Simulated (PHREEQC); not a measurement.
A made-up water analysis in mg/kgw, 20 °C, pH 8.53, pe 10.9:

```csv
constituent,mg/kgw
Na,19
K,44.8
Ca,16.2
Mg,17.8
Cl,67.6
S(6) as SO4,62.1
Alkalinity as HCO3,62.4
Si as SiO2,0.512
Li,0.00453
Cd,11.3
Br,10.5
```

Valence states are taken as typed.

Equilibrium calculation in PHREEQC: ion-association model, phreeqc.dat.

No solid was allowed to form.

Q: Order these Cd species by the share of Cd that they hold, largest first: Cd+2, CdHCO3+, CdCl+, CdOH+, CdSO4.

A: Cd+2 (78 %), CdCl+ (10.0 %), CdSO4 (6.5 %), CdHCO3+ (1.7 %), CdOH+ (1.2 %)

Q: Order these S species by the share of S that they hold, largest first: CdSO4, SO4-2, CaSO4, MgSO4, KSO4-.

A: SO4-2 (89 %), MgSO4 (6.6 %), CaSO4 (3.0 %), CdSO4 (1.0 %), KSO4- (0.47 %)

The pH is 8.53 and the ionic strength 0.00593 mol/kgw. Saturation is exceeded, for instance for Otavite; the values hold only as long as no solid forms.
